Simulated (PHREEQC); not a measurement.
Acid mine or pickling water: an equilibrium model

A made-up water analysis in mmol/kgw, 20 °C, pH 2.7, pe 10.5: Na 15.7; K 6.03; Ca 2.23; Mg 1.81; Cl 0.639; S(6) 16.6; Cu(2) 0.00339.

Valence states are taken as typed.

Computed with PHREEQC (ion-association model, wateq4f.dat).

Each row changes one thing in this solution. This is a speciation only: nothing precipitates in the calculation.

| case | ionic strength (mol/kgw) | SO4-2 (mol/kgw) | Ca+2 (mol/kgw) | HSO4- (mol/kgw) | Mg+2 (mol/kgw) | CaSO4 (mol/kgw) | SI of Gypsum (CaSO4:2H2O) | SI of Epsomite (MgSO4:7H2O) |
|---|---|---|---|---|---|---|---|---|
| as made | 0.0441 | 0.0131 | 0.00140 | 0.00132 | 0.00110 | 0.000815 | -0.78 | -3.29 |
| temperature from 20 to 85 °C at the same typed pH | 0.0369 | [?] | 0.00136 | [?] | 0.000674 | 0.000839 | -0.81 | [?] |
| Cl from 0.639 to 1.28 mmol/kgw | 0.0445 | 0.0131 | 0.00141 | 0.00132 | 0.00110 | [?] | -0.78 | -3.29 |

Task: What belongs in the gaps?

Result: 
- temperature from 20 to 85 °C at the same typed pH, SO4-2 (mol/kgw): 0.00908
- temperature from 20 to 85 °C at the same typed pH, HSO4- (mol/kgw): 0.00468
- temperature from 20 to 85 °C at the same typed pH, SI of Epsomite (MgSO4:7H2O): -4.08
- Cl from 0.639 to 1.28 mmol/kgw, CaSO4 (mol/kgw): 0.000813

Complexes and solids missing from the database can't appear. Constants without temperature data keep their 25 °C values here.
